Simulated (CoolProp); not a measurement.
Vapour-liquid equilibrium of n-butane (1) + cyclohexane (2) at 159 kPa; x and y are mole fractions of (1).

Values from CoolProp's multi-fluid Helmholtz-energy mixture model, Bücker 2006 and Zhou 2014; pair parameters Bell 2016.

Give the bubble temperature and the first vapour's composition at x = 0.05, 0.35, 0.55. Is there an azeotrope?

x = 0.05: 87.1 °C, y = 0.259; x = 0.35: 44.8 °C, y = 0.876; x = 0.55: 29.6 °C, y = 0.954. No azeotrope shows between x = 0.05 and 0.95.

The pair parameters rest on a limited set of measurements; away from them the model extrapolates.
